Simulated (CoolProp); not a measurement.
Vapour-liquid equilibrium of ethylene (1) + n-butane (2) at -54.15 °C; x and y are mole fractions of (1).

Values from CoolProp's multi-fluid Helmholtz-energy mixture model, Smukala 2000 and Bücker 2006; pair parameters Bell 2016.

```
x      bubble pressure, mixture model (kPa)  bubble pressure, Raoult's law (kPa)  y, mixture model  y, Raoult's law
-----  ------------------------------------  -----------------------------------  ----------------  ---------------
0.05                                  66.81                                53.21             0.892            0.869
0.125                                 136.2                                122.0             0.949            0.947
0.2                                   193.2                                190.8             0.965            0.969
0.275                                 245.4                                259.6             0.974            0.980
0.35                                  297.7                                328.5             0.980            0.985
0.425                                 352.8                                397.3             0.984            0.989
0.5                                   412.5                                466.1             0.988            0.992
0.575                                 477.9                                534.9             0.990            0.994
0.65                                  548.9                                603.7             0.993            0.996
0.725                                 625.0                                672.5             0.995            0.997
0.8                                   704.9                                741.3             0.997            0.998
0.875                                 786.8                                810.1             0.998            0.999
0.95                                  869.4                                879.0             0.999            1.000
```

The largest gap from Raoult's law is +25.6 % in bubble pressure, at x = 0.05. No azeotrope shows between x = 0.05 and 0.95.

Pair parameters are fitted to limited data, so mixtures are less certain than the pure fluids. The gap from Raoult's law changes sign with composition, which may be real or a fault of the pair parameters; it wasn't checked against measurements.
